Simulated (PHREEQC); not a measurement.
Make-up at 90 °C: 0.00073 mol CuSO4, 4e-06 mol HCl and 0.0003 mol H3BO3 per kg of water. Closed to the air; pH follows from the charge balance.

Model: ion-association model, wateq4f.dat, run in PHREEQC.

No solid was allowed to form.

### Question
Estimate the pH.

### Answer
pH 4.76.

### Question
In which forms is S present?

### Answer
SO4-2 89 %, CuSO4 10 %, HSO4- 0.7 % of the S.

Examples of supersaturated solids here: Tenorite (slow to form). Others may be too. Constants without temperature data keep their 25 °C values here.
